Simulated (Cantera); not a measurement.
Input: 1 mol V, 0.1 mol N₂O, 0.34 mol N₂, 0.53 mol NH₃, held at 2298 K and 75.0 Torr.

Cantera equilibrium calculation (NASA polynomials, part measured and part estimated; ideal gas, pure solids and liquids). Candidate condensed phases: H₂O, V, VN, VO, V₂O₃, V₂O₄, V₂O₅; 28 gas species. Each liquid is taken as pure. Mutual solubility and eutectic melting of coexisting phases are not modelled. VO: taken at fixed stoichiometry. Condensed phases not in the tables: V₂N, N, O or C dissolved in the metal. The numbers say what is thermodynamically allowed, not how fast it happens.

Base state: H₂ 0.512, N₂ 0.464, H 0.0217, V 0.00108, VO 0.000750, H₂O 0.000451, VO₂ 6.69e-5 (mole fractions); condensed: V(l) + VO(l).

Q: What changes in the equilibrium state with this change: temperature from 2298 K to 1398 K?

A: 
| species | before | after |
|---|---|---|
| H₂ | 0.512 | 0.768 |
| N₂ | 0.464 | 0.230 |
| H₂O | 0.000451 | 0.00229 |
| H | 0.0217 | 1.31e-5 |
| V | 0.00108 | <1e-9 |
| VO | 0.000750 | <1e-9 |
| VO₂ | 6.69e-5 | <1e-9 |
| V(l), mol | 0.899 | 0 |
| VO(l), mol | 0.0980 | 0 |
| VN(s), mol | 0 | 0.935 |
| V₂O₃(s), mol | 0 | 0.0325 |
VN: taken at fixed stoichiometry. Condensed phases not in the tables: the oxides between V₂O₃ and V₂O₅ other than VO₂, V₂N.
